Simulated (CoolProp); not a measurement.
Vapour pressure (kPa) of octamethyltrisiloxane (MDM): the reference equation beside estimates from Tc = 565.4 K, pc = 1438 kPa, ω = 0.528.

Values from CoolProp's reference Helmholtz-energy equation of state, Thol 2017.

| T (K) | reference | Lee-Kesler | van der Waals | Soave-Redlich-Kwong | Peng-Robinson |
|---|---|---|---|---|---|
| 287.7 | 0.2440 | 0.2661 | 44.96 | 0.2681 | 0.3075 |
| 303.3 | 0.6945 | 0.7322 | 63.40 | 0.7371 | 0.8206 |
| 319 | 1.747 | 1.798 | 86.77 | 1.807 | 1.963 |
| 334.6 | 3.915 | 3.968 | 115.3 | 3.980 | 4.237 |
| 350.2 | 8.006 | 8.029 | 149.7 | 8.041 | 8.416 |
| 365.9 | 15.19 | 15.14 | 190.8 | 15.14 | 15.63 |
| 381.5 | 26.86 | 26.67 | 238.4 | 26.66 | 27.21 |
| 397.1 | 44.84 | 44.45 | 293.2 | 44.44 | 44.95 |
| 412.7 | 71.28 | 70.60 | 355.7 | 70.68 | 70.97 |
| 428.4 | 108.9 | 107.8 | 426.7 | 108.2 | 108.0 |
| 444 | 159.9 | 158.3 | 505.6 | 159.4 | 158.4 |
| 459.6 | 227.5 | 225.4 | 593.3 | 227.6 | 225.6 |
| 475.2 | 314.9 | 312.1 | 689.9 | 316.3 | 313.0 |
| 490.9 | 426.4 | 423.2 | 796.5 | 430.1 | 425.3 |
| 506.5 | 564.7 | 561.4 | 912.0 | 571.6 | 565.4 |

Absolute difference from the reference over all 15 rows, mean and median: Lee-Kesler 1.8 and 0.9 %, van der Waals 2711.3 and 553.9 %, Soave-Redlich-Kwong 1.9 and 0.8 %, Peng-Robinson 5.2 and 0.9 %.
